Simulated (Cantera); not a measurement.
Feed: 1 mol PH₃, 0.054 mol H₂, equilibrated at 1848.15 K and 0.000560 bar.

These are equilibrium values from Cantera (NASA tables, ideal gas, pure condensed phases), not measurements of a reactor. Candidate condensed phases: P; 7 gas species. Equilibrium is a limit: real reactors are often held back by kinetics, nucleation or transport.

What is the equilibrium state?


```json
{
  "x(H₂)": "0.739",
  "x(P₂)": "0.239",
  "x(H)": "0.0193",
  "x(P)": "0.00250",
  "x(PH)": "0.000112",
  "x(P₄)": "1.38e-6",
  "gas_amount": "2.077 mol",
  "log10 activity of P(l) (absent)": "-2.93"
}
```
